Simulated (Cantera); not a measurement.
# Adiabatic ignition

An adiabatic, constant-pressure homogeneous reactor starts with CH₄ : H₂ : O₂ : N₂ = 1 : 0.044 : 1.84 : 8.46 (molar parts), equivalence ratio 1.1, at 1575 K and 60000 Pa.

Detailed kinetics in Cantera: GRI-Mech 3.0 (53 species, 325 reactions).

| t (s) | T (K) | x CH₄ | x H₂ | x O₂ | x NO | x O |
|---|---|---|---|---|---|---|
| 1.00e-5 | 1575 | 0.0881 | 0.00388 | 0.162 | <1e-12 | 2.00e-8 |
| 1.94e-5 | 1575 | 0.0881 | 0.00388 | 0.162 | <1e-12 | 2.58e-8 |
| 3.75e-5 | 1575 | 0.0881 | 0.00388 | 0.162 | <1e-12 | 3.89e-8 |
| 7.25e-5 | 1575 | 0.0881 | 0.00388 | 0.162 | <1e-12 | 7.17e-8 |
| 0.000140 | 1575 | 0.0880 | 0.00389 | 0.162 | <1e-12 | 1.67e-7 |
| 0.000271 | 1575 | 0.0877 | 0.00391 | 0.162 | 1.36e-12 | 5.04e-7 |
| 0.000525 | 1582 | 0.0854 | 0.00434 | 0.161 | 1.19e-11 | 2.18e-6 |
| 0.00102 | 2456 | <1e-12 | 0.0276 | 0.0184 | 0.000148 | 0.0102 |
| 0.00197 | 2667 | <1e-12 | 0.0224 | 0.0131 | 0.00151 | 0.00535 |
| 0.00381 | 2682 | <1e-12 | 0.0221 | 0.0119 | 0.00380 | 0.00475 |
| 0.00737 | 2679 | <1e-12 | 0.0224 | 0.0112 | 0.00587 | 0.00454 |
| 0.0143 | 2677 | <1e-12 | 0.0225 | 0.0110 | 0.00663 | 0.00446 |
| 0.0276 | 2677 | <1e-12 | 0.0225 | 0.0110 | 0.00669 | 0.00446 |
| 0.0534 | 2677 | <1e-12 | 0.0225 | 0.0110 | 0.00669 | 0.00446 |
| 0.103 | 2677 | <1e-12 | 0.0225 | 0.0110 | 0.00669 | 0.00446 |
| 0.200 | 2677 | <1e-12 | 0.0225 | 0.0110 | 0.00669 | 0.00446 |
x: mole fraction; the columns are a selection and need not sum to one.

| Quantity | Value |
|---|---|
| time of steepest temperature rise | 0.886 ms |
| temperature at 0.200 s | 2677 K |
| equilibrium temperature | 2677 K |
| x(CH₄) at 0.200 s | <1e-12 (gas-phase equilibrium <1e-12) |
| x(H₂) at 0.200 s | 0.0225 (gas-phase equilibrium 0.0225) |
| x(O₂) at 0.200 s | 0.0110 (gas-phase equilibrium 0.0110) |
